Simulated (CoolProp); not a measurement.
Model: reference Helmholtz-energy equation of state, Gao 2022, in CoolProp.

Question: For n-perfluorohexane, give the phase and the density (kg/m³), cp (kJ/(kg K)), cv (kJ/(kg K)), expansivity (1/kK) at 142.65 °C and 102 kPa.

Answer: 
- 142.65 °C and 102 kPa: gas; density 10.3, cp 0.977, cv 0.949, expansivity 2.65
